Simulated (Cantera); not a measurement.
Mixture: H₂ : O₂ : N₂ = 1 : 0.694 : 2.61 (molar parts), at 4.93 atm, adiabatic and at constant pressure. Ignition delay is the time to a rise of 400 K.

Cantera simulation using GRI-Mech 3.0 (53 species, 325 reactions); the numbers are that mechanism's predictions, not measurements. The hydrogen kinetics of GRI-Mech 3.0 are dated; newer H2 mechanisms differ, most at raised pressure. Where the delays flatten at high temperature, the 400 K rule measures the pace of heat release, not the induction time.

**Question.** Predict: delay at 1098 K; delay at 1248 K; delay at 1398 K; delay at 1548 K.

**Answer.** 
| Item | Result |
|---|---|
| delay at 1098 K | 0.577 ms |
| delay at 1248 K | 9.77 µs |
| delay at 1398 K | 4.21 µs |
| delay at 1548 K | 2.58 µs |
